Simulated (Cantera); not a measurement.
A closed system holds: 1 mol HI, 8.8 mol H2O, held at 3425 K and 3.23 Torr.

Cantera equilibrium calculation (NASA polynomials, part measured and part estimated; ideal gas, pure solids and liquids). Candidate condensed phases: H2O, I2; 12 gas species. Kinetics and transport are ignored.

Base state: H 0.645, O 0.304, I 0.0358, H2 0.00725, OH 0.00583, O2 0.00241, H2O 0.000149, HI 1.37e-5 (mole fractions); condensed: gas only.

### Question
What changes in the equilibrium state with this change: temperature from 3425 K to 2025 K?

### Answer
```
species    before     after
-------  --------  --------
H2O      0.000149     0.820
I          0.0358    0.0948
H2        0.00725    0.0603
H           0.645   0.00720
O           0.304  0.000890
OH        0.00583    0.0103
HI        1.37e-5  0.000862
O2        0.00241   0.00521
```

### Question
What changes in the equilibrium state with this change: temperature from 3425 K to 1573 K?

### Answer
| species | before | after |
|---|---|---|
| H2O | 0.000149 | 0.856 |
| I | 0.0358 | 0.0940 |
| H2 | 0.00725 | 0.0470 |
| H | 0.645 | 0.000134 |
| O | 0.304 | 2.12e-7 |
| I2 | 3.06e-9 | 1.41e-5 |
| O2 | 0.00241 | 1.78e-6 |
| HI | 1.37e-5 | 0.00323 |
| OH | 0.00583 | 8.84e-5 |
